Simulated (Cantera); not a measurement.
A perfectly stirred reactor is fed with NO : N2 = 1 : 1.1 (molar parts), at 0.132 atm; it is held at 2198 K, and followed from long to short residence time.

Detailed kinetics in Cantera: GRI-Mech 3.0 (53 species, 325 reactions).

### Question
What does this change do: 0.046 parts H2O added?

### Answer
| quantity | before | after |
|---|---|---|
| x(NO) at τ = 16.0 s | 0.0266 | 0.0256 |
| x(O2) at τ = 16.0 s | 0.223 | 0.217 |
| x(NO2) at τ = 16.0 s | 1.28e-5 | 1.21e-5 |
| x(N2) at τ = 16.0 s | 0.747 | 0.731 |
| x(O) at τ = 16.0 s | 0.00347 | 0.00343 |
| x(NO) at τ = 54.0 ms | 0.436 | 0.415 |
| x(O2) at τ = 54.0 ms | 0.0191 | 0.0244 |
| x(NO2) at τ = 54.0 ms | 6.78e-5 | 6.55e-5 |
| x(N2) at τ = 54.0 ms | 0.543 | 0.537 |
| x(O) at τ = 54.0 ms | 0.00129 | 0.00117 |

### Question
What does this change do: temperature 2198 to 1550 K?

### Answer
```tsv
quantity	before	after
x(NO) at τ = 16.0 s	0.0266	0.460
x(O2) at τ = 16.0 s	0.223	0.00781
x(NO2) at τ = 16.0 s	1.28e-5	0.000164
x(N2) at τ = 16.0 s	0.747	0.532
x(O) at τ = 16.0 s	0.00347	2.38e-6
x(NO) at τ = 54.0 ms	0.436	0.476
x(O2) at τ = 54.0 ms	0.0191	4.33e-6
x(NO2) at τ = 54.0 ms	6.78e-5	2.66e-5
x(N2) at τ = 54.0 ms	0.543	0.524
x(O) at τ = 54.0 ms	0.00129	6.60e-7
```
